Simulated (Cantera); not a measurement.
Input: 1 mol CH3SiH3, 0.51 mol C3H8, 16 mol H2, 0.056 mol CH4, at 0.00690 bar.

Equilibrium computed with Cantera from the NASA thermochemical tables; the gas is ideal and each condensed phase is pure. Candidate condensed phases: C, C6H6, C7H8, C8H18, Si, SiC; 87 gas species. The feed counts by its element totals alone. The numbers say what is thermodynamically allowed, not how fast it happens. All values below are at 2000 K.

Base state: H2 0.979, H 0.0194, C2H2 (acetylene) 0.000752, Si 0.000346, SiH 1.93e-5, SiC2 1.43e-5 (mole fractions); condensed: C(graphite) + SiC(s).

Question: What changes in the equilibrium state with this change: 0.14 mol NH3 added?

Answer: 
```
species             before     after
----------------  --------  --------
H2                   0.979     0.976
H                   0.0194    0.0193
N2                       0   0.00282
HCN                      0  0.000774
Si                0.000346  0.000346
HNC                      0   4.40e-5
C2H2 (acetylene)  0.000752  0.000750
SiH                1.93e-5   1.93e-5
C(graphite), mol      1.56      1.54
SiC(s), mol          0.991     0.991
```
Further candidate phases: Si3N4.

Question: What changes in the equilibrium state with this change: CH3SiH3 replaced by CH3SiCl3?

Answer: 
```csv
species,before,after
H2,0.979,0.843
HCl,0,0.133
H,0.0194,0.0180
SiCl2,0,0.00274
Cl,0,0.00211
SiCl,0,0.000123
C2H2 (acetylene),0.000752,0.000648
SiH,1.93e-5,1.79e-5
Si,0.000346,0.000346
"C(graphite), mol",1.56,1.63
"SiC(s), mol",0.991,0.930
```
The tables' values for SiCl are old estimates; treat these amounts as uncertain.
